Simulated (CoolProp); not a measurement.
Isohexane along the isotherm 276.85 °C: Z from the reference equation and from simpler models built on Tc = 224.6 °C, pc = 3.043 MPa, ω = 0.280; each cubic takes its own stable root.

Computed with CoolProp (reference Helmholtz-energy equation of state, Lemmon 2006). It is a short technical equation, of lower accuracy than the large ones.

```json
[
 {"p (MPa)": "0.0144", "phase": "gas", "reference": "0.9988"},
 {"p (MPa)": "0.0244", "phase": "gas", "reference": "0.9980"},
 {"p (MPa)": "0.0411", "phase": "gas", "reference": "0.9967"},
 {"p (MPa)": "0.0694", "phase": "gas", "reference": "0.9944"},
 {"p (MPa)": "0.117", "phase": "gas", "reference": "0.9906"},
 {"p (MPa)": "0.198", "phase": "gas", "reference": "0.9840"},
 {"p (MPa)": "0.333", "phase": "gas", "reference": "0.9728"},
 {"p (MPa)": "0.563", "phase": "gas", "reference": "0.9535"},
 {"p (MPa)": "0.95", "phase": "gas", "reference": "0.9199"},
 {"p (MPa)": "1.6", "phase": "gas", "reference": "0.8599"},
 {"p (MPa)": "2.7", "phase": "gas", "reference": "0.7463"},
 {"p (MPa)": "4.56", "phase": "supercritical", "reference": "0.5204"}
]
```

### Question
How far does each simpler model (Redlich-Kwong, Peng-Robinson) lie from the reference over these 12 states: mean and median of the absolute difference, and the worst?

### Answer
- Redlich-Kwong: mean 0.6 %, median 0.1 %, worst -4.3 % at 276.85 °C and 4.56 MPa
- Peng-Robinson: mean 0.6 %, median 0.3 %, worst +2.1 % at 276.85 °C and 4.56 MPa
